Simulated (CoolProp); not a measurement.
Properties of ethanol along the isotherm 545.2 K (Tc = 514.7 K, pc = 6.268 MPa, ω = 0.644).

Model: reference Helmholtz-energy equation of state, Schroeder 2014, in CoolProp.

```json
[
 {"p (MPa)": "0.00991", "phase": "gas", "cp (kJ/(kg K))": "2.208", "speed of sound (m/s)": "327.3", "isothermal compressibility (1/MPa)": "100.9", "expansivity (1/kK)": "1.837", "conductivity (mW/(m K))": "43.7"},
 {"p (MPa)": "0.0188", "phase": "gas", "cp (kJ/(kg K))": "2.209", "speed of sound (m/s)": "327.2", "isothermal compressibility (1/MPa)": "53.23", "expansivity (1/kK)": "1.840", "conductivity (mW/(m K))": "43.7"},
 {"p (MPa)": "0.0356", "phase": "gas", "cp (kJ/(kg K))": "2.211", "speed of sound (m/s)": "327.1", "isothermal compressibility (1/MPa)": "28.13", "expansivity (1/kK)": "1.846", "conductivity (mW/(m K))": "43.7"},
 {"p (MPa)": "0.0675", "phase": "gas", "cp (kJ/(kg K))": "2.215", "speed of sound (m/s)": "326.8", "isothermal compressibility (1/MPa)": "14.85", "expansivity (1/kK)": "1.856", "conductivity (mW/(m K))": "43.8"},
 {"p (MPa)": "0.128", "phase": "gas", "cp (kJ/(kg K))": "2.223", "speed of sound (m/s)": "326.3", "isothermal compressibility (1/MPa)": "7.849", "expansivity (1/kK)": "1.875", "conductivity (mW/(m K))": "43.9"},
 {"p (MPa)": "0.243", "phase": "gas", "cp (kJ/(kg K))": "2.237", "speed of sound (m/s)": "325.3", "isothermal compressibility (1/MPa)": "4.152", "expansivity (1/kK)": "1.913", "conductivity (mW/(m K))": "44.1"},
 {"p (MPa)": "0.46", "phase": "gas", "cp (kJ/(kg K))": "2.266", "speed of sound (m/s)": "323.4", "isothermal compressibility (1/MPa)": "2.211", "expansivity (1/kK)": "1.987", "conductivity (mW/(m K))": "44.5"},
 {"p (MPa)": "0.872", "phase": "gas", "cp (kJ/(kg K))": "2.322", "speed of sound (m/s)": "319.7", "isothermal compressibility (1/MPa)": "1.186", "expansivity (1/kK)": "2.138", "conductivity (mW/(m K))": "45.2"},
 {"p (MPa)": "1.65", "phase": "gas", "cp (kJ/(kg K))": "2.442", "speed of sound (m/s)": "312.5", "isothermal compressibility (1/MPa)": "0.6486", "expansivity (1/kK)": "2.466", "conductivity (mW/(m K))": "46.9"},
 {"p (MPa)": "3.13", "phase": "gas", "cp (kJ/(kg K))": "2.733", "speed of sound (m/s)": "297.3", "isothermal compressibility (1/MPa)": "0.3714", "expansivity (1/kK)": "3.313", "conductivity (mW/(m K))": "50.8"}
]
```

Thermal conductivity comes from a separate model (Assael 2013).
